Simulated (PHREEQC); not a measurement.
Dissolve 15 mmol/kgw KH2PO4 and 2.8 mmol/kgw NaOH at 25 °C. Closed to the air; pH follows from the charge balance.

Equilibrium calculation in PHREEQC: ion-association model, phreeqc.dat.

| quantity | before | after |
|---|---|---|
| pH | 6.38 | 5.34 |
| ionic strength (mol/kgw) | 0.0205 | 0.0156 |

**Question.** Name the change that produced these shifts.
A. 0.0016 mol/kgw CO2 added
B. NaOH replaced by Na2HPO4 at the same molality
C. KH2PO4 replaced by KBr at the same molality
D. NaOH from 0.0028 to 0.00028 mol/kgw
E. KH2PO4 left out

**Answer.** D, NaOH from 0.0028 to 0.00028 mol/kgw

Precipitation was switched off in this run.
